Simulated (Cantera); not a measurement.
Charge: 1 mol Cu2O, 9.6 mol CO, 0.92 mol N2, held at 1350 Torr.

Equilibrium computed with Cantera from the NASA thermochemical tables; the gas is ideal and each condensed phase is pure. Candidate condensed phases: C, Cu, CuO, Cu2O; 27 gas species. Equilibrium is a limit: real reactors are often held back by kinetics, nucleation or transport.

**Question.** At 650 °C, list the 3 most abundant gas species with their mole fractions, and the condensed phases.

**Answer.** CO2 0.561, CO 0.314, N2 0.125. Condensed: C(graphite) + Cu(s).
